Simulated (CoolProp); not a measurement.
Properties of n-perfluorohexane along the isotherm 273.6 K (Tc = 448.0 K, pc = 1742 kPa, ω = 0.497).

The numbers come from the reference Helmholtz-energy equation of state, Gao 2022 in CoolProp.

```
p (kPa)   phase  density (kg/m³)  isothermal compressibility (1/MPa)
-------  ------  ---------------  ----------------------------------
2.75        gas           0.4099                               364.7
5.65        gas           0.8449                               178.1
11.6     liquid             1746                            0.002098
23.8     liquid             1746                            0.002097
49       liquid             1746                            0.002096
101      liquid             1746                            0.002094
206      liquid             1747                            0.002089
424      liquid             1747                            0.002078
871      liquid             1749                            0.002057
```
